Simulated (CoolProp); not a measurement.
Aqueous potassium carbonate as a coolant, at 30 °C, 1 atm.

Model: Melinder's fits for secondary coolants, in CoolProp.

| mass % | freezing point (°C) | density (kg/m³) | cp (kJ/(kg K)) | conductivity (W/(m K)) | Prandtl number |
|---|---|---|---|---|---|
| 2.9 | -0.9 | 1022 | 4.018 | 0.613 | 5.57 |
| 6.1 | -2.1 | 1051 | 3.871 | 0.609 | ___ |
| 9.3 | -3.3 | 1080 | 3.740 | 0.606 | 6.21 |
| 12.5 | -4.7 | 1111 | 3.615 | 0.603 | 6.63 |
| 15.7 | -6.3 | ___ | 3.490 | 0.600 | ___ |
| 18.9 | -8.1 | 1174 | 3.366 | 0.597 | 7.63 |
| 22 | -10.2 | 1206 | 3.247 | 0.594 | 8.24 |
| 25.2 | -13.0 | 1240 | 3.131 | 0.591 | 9.00 |
| 28.4 | -16.5 | 1275 | 3.025 | 0.587 | 9.95 |
| 31.6 | -20.9 | 1311 | 2.931 | 0.583 | 11.2 |
| 34.8 | -26.3 | 1348 | 2.849 | 0.579 | 12.8 |

Task: Fill in the missing entries.

Result: 
- 6.1, Prandtl number: 5.85
- 15.7, density (kg/m³): 1142
- 15.7, Prandtl number: 7.10
